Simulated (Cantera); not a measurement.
Input (Python, Cantera):

```python
import numpy as np
import cantera as ct

gas = ct.Solution("gri30.yaml")
gas.TPX = 1248, 1333, {'C2H6': 1, 'N2': 9.7}
reactor = ct.IdealGasConstPressureReactor(gas, energy="off", clone=False)
net = ct.ReactorNet([reactor])
net.rtol, net.atol = 1e-08, 1e-18
show = ['C2H6', 'C2H2', 'C2H', 'HCN', 'H', 'CH2', 'C2H4']
times = np.geomspace(2e-06, 30, 12)

steps = ct.SolutionArray(gas, extra=["t"])
rows = []
print(f"{'t/s':>10s}{'T/K':>9s}{'P/Pa':>11s}" + "".join(f"{s:>11s}" for s in show))
for t in times:
    while net.time < t:
        t_next = net.step()
        steps.append(gas.state, t=t_next)
    rows.append([np.interp(t, steps.t, y) for y in (steps.T, steps.P, *steps(*show).X.T)])
    print(f"{t:10.3e}{rows[-1][0]:9.1f}{rows[-1][1]:11.4g}" + "".join(f"{x:11.3e}" for x in rows[-1][2:]))
rate = np.gradient(steps.T, steps.t)
print("integrator steps:", len(steps.t))
if steps.T.max() > steps.T[0] + 200:
    print(f"time of steepest temperature rise: {steps.t[rate.argmax()]:.4e} s")
gas.TPX = 1248, 1333, {'C2H6': 1, 'N2': 9.7}
gas.equilibrate("TP")
print(f"equilibrium (TP): T = {gas.T:.1f} K  " + "  ".join(f"{s} {gas[s].X[0]:.3e}" for s in show))
```

Result:

```
       t/s      T/K       P/Pa       C2H6       C2H2        C2H        HCN          H        CH2       C2H4
 2.000e-06   1248.0       1333  9.346e-02  7.474e-22  3.924e-36  4.688e-25  2.425e-11  1.637e-17  2.028e-13
 8.983e-06   1248.0       1333  9.346e-02  1.809e-19  1.679e-32  4.260e-23  1.019e-10  1.834e-15  1.190e-11
 4.034e-05   1248.0       1333  9.346e-02  6.106e-17  1.682e-28  3.834e-21  8.068e-10  1.691e-13  9.192e-10
 1.812e-04   1248.0       1333  9.345e-02  2.789e-14  8.091e-24  6.385e-19  2.049e-08  1.317e-11  7.735e-08
 8.138e-04   1248.0       1333  9.341e-02  4.542e-11  1.124e-18  7.868e-15  4.456e-07  6.720e-10  6.547e-06
 3.655e-03   1248.0       1333  9.273e-02  1.713e-07  2.068e-13  4.607e-11  5.544e-06  1.539e-08  4.326e-04
 1.642e-02   1248.0       1333  8.374e-02  6.636e-05  3.655e-11  1.176e-09  1.355e-05  8.457e-08  7.507e-03
 7.373e-02   1248.0       1333  4.457e-02  2.235e-03  3.293e-10  2.920e-09  1.864e-05  7.379e-08  3.668e-02
 3.311e-01   1248.0       1333  2.479e-03  1.813e-02  9.895e-10  4.010e-09  1.484e-05  8.740e-09  5.288e-02
 1.487e+00   1248.0       1333  5.400e-05  3.382e-02  2.920e-10  4.011e-09  2.842e-06  2.178e-10  3.803e-02
 6.680e+00   1248.0       1333  3.114e-06  4.449e-02  9.865e-11  3.968e-09  8.079e-07  1.460e-11  2.660e-02
 3.000e+01   1248.0       1333  1.422e-06  5.934e-02  1.094e-10  3.907e-09  7.613e-07  1.010e-11  1.064e-02
integrator steps: 1304
equilibrium (TP): T = 1248.0 K  C2H6 9.039e-08  C2H2 4.306e-02  C2H 1.283e-10  HCN 6.733e-02  H 1.588e-06  CH2 4.287e-12  C2H4 5.103e-04
```

Model: GRI-Mech 3.0 (53 species, 325 reactions), integrated in Cantera. GRI-Mech 3.0 stops at C3 and has no aromatics, soot or wall deposition, so with more carbon than oxygen in the feed, carbon stays in small species such as C2H2 where larger ones or solid carbon would form. Radical loss at walls, strong at low pressure, is not modelled.
